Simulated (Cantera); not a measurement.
## Carbon deposition, reforming and gasification: C₂H₆ + O₂ + H₂

A closed system holds: 1 mol C₂H₆, 0.27 mol O₂, 3.3 mol H₂, equilibrated at 7.70 mbar.

Method: chemical equilibrium by Gibbs-energy minimisation in Cantera with the NASA 1993 tables (ideal gas, pure condensed phases). Candidate condensed phases: C, C₆H₆, C₇H₈, C₈H₁₈, H₂O; 110 gas species. Rates play no part.

```json
[
 {"T (K)": "1200", "log p H₂": "-2.15", "log p CO": "-3.22", "log p H": "-7.78", "log p C₂H₂ (acetylene)": "-9.14", "log p CH₄": "-6.10", "n C(graphite)": "1.46"},
 {"T (K)": "1275", "log p H₂": "-2.15", "log p CO": "-3.22", "log p H": "-7.21", "log p C₂H₂ (acetylene)": "-8.56", "log p CH₄": "-6.33", "n C(graphite)": "1.46"},
 {"T (K)": "1350", "log p H₂": "-2.15", "log p CO": "-3.22", "log p H": "-6.70", "log p C₂H₂ (acetylene)": "-8.06", "log p CH₄": "-6.54", "n C(graphite)": "1.46"},
 {"T (K)": "1425", "log p H₂": "-2.15", "log p CO": "-3.22", "log p H": "-6.24", "log p C₂H₂ (acetylene)": "-7.60", "log p CH₄": "-6.72", "n C(graphite)": "1.46"},
 {"T (K)": "1500", "log p H₂": "-2.15", "log p CO": "-3.22", "log p H": "-5.83", "log p C₂H₂ (acetylene)": "-7.19", "log p CH₄": "-6.89", "n C(graphite)": "1.46"},
 {"T (K)": "1575", "log p H₂": "-2.15", "log p CO": "-3.22", "log p H": "-5.46", "log p C₂H₂ (acetylene)": "-6.83", "log p CH₄": "-7.04", "n C(graphite)": "1.46"},
 {"T (K)": "1650", "log p H₂": "-2.15", "log p CO": "-3.22", "log p H": "-5.12", "log p C₂H₂ (acetylene)": "-6.49", "log p CH₄": "-7.18", "n C(graphite)": "1.46"},
 {"T (K)": "1725", "log p H₂": "-2.15", "log p CO": "-3.22", "log p H": "-4.81", "log p C₂H₂ (acetylene)": "-6.19", "log p CH₄": "-7.30", "n C(graphite)": "1.46"},
 {"T (K)": "1800", "log p H₂": "-2.15", "log p CO": "-3.22", "log p H": "-4.52", "log p C₂H₂ (acetylene)": "-5.91", "log p CH₄": "-7.42", "n C(graphite)": "1.46"},
 {"T (K)": "1875", "log p H₂": "-2.15", "log p CO": "-3.22", "log p H": "-4.26", "log p C₂H₂ (acetylene)": "-5.65", "log p CH₄": "-7.52", "n C(graphite)": "1.46"},
 {"T (K)": "1950", "log p H₂": "-2.16", "log p CO": "-3.22", "log p H": "-4.02", "log p C₂H₂ (acetylene)": "-5.42", "log p CH₄": "-7.62", "n C(graphite)": "1.45"},
 {"T (K)": "2025", "log p H₂": "-2.16", "log p CO": "-3.22", "log p H": "-3.80", "log p C₂H₂ (acetylene)": "-5.20", "log p CH₄": "-7.72", "n C(graphite)": "1.45"},
 {"T (K)": "2100", "log p H₂": "-2.17", "log p CO": "-3.22", "log p H": "-3.59", "log p C₂H₂ (acetylene)": "-5.01", "log p CH₄": "-7.81", "n C(graphite)": "1.44"},
 {"T (K)": "2175", "log p H₂": "-2.17", "log p CO": "-3.23", "log p H": "-3.40", "log p C₂H₂ (acetylene)": "-4.83", "log p CH₄": "-7.91", "n C(graphite)": "1.43"}
]
```
log p: log10 of the partial pressure in bar; n: condensed amount in mol.

From 1200 K to 2175 K the condensed part is C(graphite). The main C-bearing gas is CO throughout.
